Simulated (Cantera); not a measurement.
A closed system holds: 1 mol SiO2, 1.7 mol F2, 1.2 mol H2, at 798.15 K and 16.0 Pa.

Method: chemical equilibrium by Gibbs-energy minimisation in Cantera with the NASA 1993 tables (ideal gas, pure condensed phases). Candidate condensed phases: H2O, Si, SiO2; 38 gas species. Equilibrium is a limit: real reactors are often held back by kinetics, nucleation or transport.

Base state: HF 0.618, SiF4 0.158, H2O 0.132, O2 0.0919 (mole fractions); condensed: SiO2(α-quartz).

Task: What changes in the equilibrium state with this change: H2 from 1.2 to 0.26 mol?

Result: 
```json
[
 {"species": "SiF4", "before": "0.158", "after": "0.376"},
 {"species": "O2", "before": "0.0919", "after": "0.370"},
 {"species": "HF", "before": "0.618", "after": "0.241"},
 {"species": "H2O", "before": "0.132", "after": "0.0130"},
 {"species": "SiO2(α-quartz), mol", "before": "0.570", "after": "0.267"}
]
```
